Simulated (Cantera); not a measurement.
# Reactions in the system O-Pb-S

Standard-state values (1 bar) from the NASA 1993 polynomials, evaluated with Cantera. Values are per mole of reaction as written; species without (g) are pure solids or liquids, kept so even where they would boil at 1 bar.

4 PbO(g) + 3 S2(g) → 4 PbS(g) + 2 SO2(g)

```tsv
T (K)	ΔH° (kJ)	ΔS° (J/K)	ΔG° (kJ)	log10 K
2448	-739.0	-150.8	-370.0	7.89
2498	-739.2	-150.8	-362.5	7.58
2548	-739.3	-150.9	-354.9	7.28
2598	-739.4	-150.9	-347.4	6.98
2648	-739.6	-151.0	-339.8	6.70
```
